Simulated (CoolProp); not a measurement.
Hexamethyldisiloxane (MM) along the isotherm 346.85 °C: Z from the reference equation and from simpler models built on Tc = 245.6 °C, pc = 1.931 MPa, ω = 0.418; each cubic takes its own stable root.

Values from CoolProp's reference Helmholtz-energy equation of state, Thol 2016.

```csv
p (MPa),phase,reference,van der Waals,Redlich-Kwong,Soave-Redlich-Kwong,Peng-Robinson
1.38,gas,0.8642,0.8478,0.8477,0.8778,0.8580
2.76,supercritical,0.7374,0.6489,0.6809,0.7596,0.7271
4.14,supercritical,0.6358,0.5378,0.5649,0.6786,0.6406
5.52,supercritical,0.5960,0.5931,0.5658,0.6642,0.6208
6.9,supercritical,0.6220,0.6757,0.6114,0.6935,0.6432
8.28,supercritical,0.6746,0.7639,0.6695,0.7414,0.6838
9.66,supercritical,0.7366,0.8533,0.7315,0.7969,0.7321
11,supercritical,0.8003,0.9402,0.7932,0.8541,0.7825
12.4,supercritical,0.8683,1.031,0.8579,0.9155,0.8370
13.8,supercritical,0.9369,1.120,0.9226,0.9775,0.8922
15.2,supercritical,1.005,1.209,0.9870,1.040,0.9479
16.6,supercritical,1.074,1.298,1.051,1.102,1.004
17.9,supercritical,1.137,1.379,1.110,1.160,1.055
19.3,supercritical,1.204,1.467,1.173,1.222,1.111
```
